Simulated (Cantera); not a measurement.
## CS2 + H2 + N2 (abatement and gas-phase synthesis)

Feed: 1 mol CS2, 1.6 mol H2, 33 mol N2, equilibrated at 0.133 bar.

Method: chemical equilibrium by Gibbs-energy minimisation in Cantera with the NASA 1993 tables (ideal gas, pure condensed phases). Candidate condensed phases: C, C6H6, C7H8, C8H18, S; 100 gas species. Gases not in the tables: S3 to S7. Equilibrium is a limit: real reactors are often held back by kinetics, nucleation or transport.

From 973 K to 1773 K the condensed part is C(graphite). From 1973 K to 3373 K nothing is condensed. The main C-bearing gas is CS2 at 973 K and CS at 3373 K.

```csv
T (K),x N2,x H,x H2,x H2S,x S,x CS,x CS2,n C(graphite)
973,0.942,3.40e-10,0.0132,0.0325,3.40e-10,1.46e-8,0.0109,0.617
1173,0.934,5.56e-8,0.0297,0.0156,4.59e-8,1.92e-6,0.0178,0.372
1373,0.930,1.80e-6,0.0388,0.00620,1.37e-6,5.50e-5,0.0212,0.243
1573,0.928,2.28e-5,0.0420,0.00263,1.66e-5,0.000632,0.0219,0.185
1773,0.925,0.000161,0.0427,0.00124,0.000109,0.00396,0.0206,0.0843
1973,0.921,0.000759,0.0422,0.000763,0.000567,0.0113,0.0150,0
2173,0.916,0.00267,0.0409,0.000518,0.00224,0.0181,0.00818,0
2373,0.910,0.00748,0.0382,0.000315,0.00615,0.0227,0.00366,0
2573,0.901,0.0171,0.0331,0.000163,0.0124,0.0247,0.00145,0
2773,0.891,0.0324,0.0253,6.75e-5,0.0190,0.0253,0.000524,0
2973,0.880,0.0505,0.0162,2.18e-5,0.0237,0.0251,0.000183,0
3173,0.871,0.0658,0.00847,5.77e-6,0.0263,0.0245,6.56e-5,0
3373,0.865,0.0750,0.00390,1.43e-6,0.0284,0.0231,2.53e-5,0
```
x: gas mole fraction; n: condensed amount in mol.
